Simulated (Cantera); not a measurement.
A Cantera script and its output.

```python
import numpy as np
import cantera as ct

gas = ct.Solution("h2o2.yaml")
gas.TPX = 1350, 15000, {'H2': 1.5, 'O2': 1, 'N2': 1.5}
reactor = ct.IdealGasConstPressureReactor(gas, energy="off", clone=False)
net = ct.ReactorNet([reactor])
net.rtol, net.atol = 1e-08, 1e-18
show = ['H2', 'O2', 'H2O2', 'O', 'HO2', 'H2O']
times = np.geomspace(4e-05, 8, 13)

steps = ct.SolutionArray(gas, extra=["t"])
rows = []
print(f"{'t/s':>10s}{'T/K':>9s}{'P/Pa':>11s}" + "".join(f"{s:>11s}" for s in show))
for t in times:
    while net.time < t:
        t_next = net.step()
        steps.append(gas.state, t=t_next)
    rows.append([np.interp(t, steps.t, y) for y in (steps.T, steps.P, *steps(*show).X.T)])
    print(f"{t:10.3e}{rows[-1][0]:9.1f}{rows[-1][1]:11.4g}" + "".join(f"{x:11.3e}" for x in rows[-1][2:]))
rate = np.gradient(steps.T, steps.t)
print("integrator steps:", len(steps.t))
if steps.T.max() > steps.T[0] + 200:
    print(f"time of steepest temperature rise: {steps.t[rate.argmax()]:.4e} s")
gas.TPX = 1350, 15000, {'H2': 1.5, 'O2': 1, 'N2': 1.5}
gas.equilibrate("TP")
print(f"equilibrium (TP): T = {gas.T:.1f} K  " + "  ".join(f"{s} {gas[s].X[0]:.3e}" for s in show))
```

Output:

```
       t/s      T/K       P/Pa         H2         O2       H2O2          O        HO2        H2O
 4.000e-05   1350.0    1.5e+04  3.749e-01  2.500e-01  1.213e-08  7.005e-06  8.832e-07  4.680e-05
 1.106e-04   1350.0    1.5e+04  7.109e-02  1.159e-01  1.927e-06  3.803e-02  1.999e-05  2.219e-01
 3.059e-04   1350.0    1.5e+04  4.021e-02  9.574e-02  2.559e-06  2.257e-02  2.155e-05  3.309e-01
 8.459e-04   1350.0    1.5e+04  1.541e-02  8.177e-02  2.744e-06  5.740e-03  2.047e-05  4.256e-01
 2.339e-03   1350.0    1.5e+04  2.357e-03  7.708e-02  1.304e-06  7.461e-04  1.220e-05  4.564e-01
 6.469e-03   1350.0    1.5e+04  2.650e-04  7.679e-02  3.670e-07  8.244e-05  2.877e-06  4.607e-01
 1.789e-02   1350.0    1.5e+04  4.013e-05  7.685e-02  9.914e-08  1.314e-05  5.457e-07  4.613e-01
 4.947e-02   1350.0    1.5e+04  8.893e-06  7.688e-02  2.999e-08  3.057e-06  1.370e-07  4.614e-01
 1.368e-01   1350.0    1.5e+04  2.648e-06  7.690e-02  1.055e-08  9.320e-07  5.378e-08  4.615e-01
 3.783e-01   1350.0    1.5e+04  1.144e-06  7.691e-02  4.977e-09  3.998e-07  3.852e-08  4.615e-01
 1.046e+00   1350.0    1.5e+04  8.893e-07  7.691e-02  3.959e-09  3.065e-07  3.724e-08  4.615e-01
 2.893e+00   1350.0    1.5e+04  8.828e-07  7.691e-02  3.932e-09  3.041e-07  3.722e-08  4.615e-01
 8.000e+00   1350.0    1.5e+04  8.828e-07  7.691e-02  3.932e-09  3.041e-07  3.722e-08  4.615e-01
integrator steps: 1990
equilibrium (TP): T = 1350.0 K  H2 8.828e-07  O2 7.691e-02  H2O2 3.932e-09  O 3.041e-07  HO2 3.722e-08  H2O 4.615e-01
```

Model: the H2/O2 subset of GRI-Mech 3.0, which has no nitrogen chemistry, integrated in Cantera. The temperature is held fixed by assumption; the heat of reaction is taken as removed at once.
